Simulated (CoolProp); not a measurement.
Properties of cis-2-butene along the isotherm 525 K.

Computed with CoolProp (reference Helmholtz-energy equation of state, Lemmon 2005). It is a short technical equation, of lower accuracy than the large ones.

```
p (bar)          phase       Z  cp (kJ/(kg K))  Joule-Thomson coefficient (K/MPa)  isothermal compressibility (1/MPa)  fugacity coefficient
-------  -------------  ------  --------------  ---------------------------------  ----------------------------------  --------------------
0.67               gas  0.9970           2.293                              5.133                               14.97                0.9970
1.19               gas  0.9947           2.296                              5.146                               8.448                0.9947
2.12               gas  0.9906           2.300                              5.168                               4.762                0.9906
3.77               gas  0.9832           2.308                              5.208                               2.698                0.9834
6.7                gas  0.9700           2.322                              5.280                               1.539                0.9706
11.9               gas  0.9462           2.351                              5.409                              0.8891                0.9481
21.2               gas  0.9026           2.411                              5.640                              0.5244                0.9088
37.7               gas  0.8223           2.558                              6.012                              0.3256                0.8416
67       supercritical  0.6788           3.010                              6.079                              0.2169                0.7317
119      supercritical  0.5572           3.476                              2.863                             0.08011                0.5819
212      supercritical  0.7041           3.037                             0.5927                             0.01798                0.4650
```
